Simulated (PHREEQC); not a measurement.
Solution (25 °C): 0.003 mol/kgw CuSO4, 0.0062 mol/kgw H2SO4 and 0.039 mol/kgw H3BO3. Closed to the air; pH follows from the charge balance.

Equilibrium calculation in PHREEQC: ion-association model, wateq4f.dat.

No solid was allowed to form.

### Question
Order these S species by the share of S that they hold, largest first: CuSO4, SO4-2, HSO4-.

### Answer
SO4-2 (59 %), HSO4- (32 %), CuSO4 (8.8 %)

The pH is 2.08 and the ionic strength 0.0215 mol/kgw.
